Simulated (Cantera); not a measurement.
A freely propagating, adiabatic, planar premixed flame of 22.2 % H2, 15.0 % O2, 56.5 % N2, 6.23 % H2O, equivalence ratio 0.74, unburnt at 600 K and 7500 Torr; mixture-averaged transport, grid criteria slope 0.08 and curve 0.16, no radiation.

Cantera simulation using the H2/O2 subset of GRI-Mech 3.0, which has no nitrogen chemistry; the numbers are that mechanism's predictions, not measurements. The hydrogen kinetics of GRI-Mech 3.0 are dated; newer H2 mechanisms differ, most at raised pressure. Burning velocities carry a grid error of a few per cent, more on coarse grids.

x: mole fraction of selected species; z is measured from the peak of heat release.

| z (mm) | T (K) | u (m/s) | x H2 | x O2 | x OH | x H | x H2O | x O |
|---|---|---|---|---|---|---|---|---|
| -0.102 | 601 | 1.70 | 0.219 | 0.151 | <1e-8 | <1e-8 | 0.0627 | <1e-8 |
| -0.0680 | 604 | 1.69 | 0.211 | 0.153 | <1e-8 | <1e-8 | 0.0637 | <1e-8 |
| -0.0510 | 611 | 1.69 | 0.201 | 0.154 | <1e-8 | <1e-8 | 0.0652 | <1e-8 |
| -0.0340 | 647 | 1.75 | 0.177 | 0.157 | <1e-8 | <1e-8 | 0.0718 | 5.89e-8 |
| -0.0170 | 875 | 2.27 | 0.122 | 0.151 | (withheld) | 1.35e-5 | 0.109 | 1.07e-5 |
| -0.00850 | 1203 | 3.07 | 0.0832 | 0.130 | (withheld) | 0.000480 | 0.160 | 0.000221 |
| 0 | 1560 | 3.95 | 0.0461 | 0.0981 | (withheld) | 0.00223 | 0.220 | 0.00118 |
| 0.00850 | 1793 | 4.54 | 0.0227 | 0.0731 | (withheld) | 0.00313 | 0.261 | 0.00203 |
| 0.0170 | 1921 | 4.86 | 0.0122 | 0.0608 | 0.00741 | 0.00253 | 0.281 | 0.00212 |
| 0.0340 | 2036 | 5.14 | 0.00540 | 0.0533 | 0.00756 | 0.00112 | 0.295 | 0.00144 |
| 0.0680 | 2104 | 5.30 | 0.00203 | 0.0510 | (withheld) | 0.000276 | 0.303 | 0.000602 |
| 0.136 | 2131 | 5.36 | 0.000699 | 0.0507 | (withheld) | 6.07e-5 | 0.307 | 0.000232 |
| 0.272 | 2137 | 5.37 | 0.000373 | 0.0507 | (withheld) | 2.64e-5 | 0.308 | 0.000141 |

Problem. Fill in the missing entries.

Solution. 
- -0.0170, x OH: 1.83e-5
- -0.00850, x OH: 0.000455
- 0, x OH: 0.00230
- 0.00850, x OH: 0.00538
- 0.0680, x OH: 0.00543
- 0.136, x OH: 0.00352
- 0.272, x OH: 0.00278
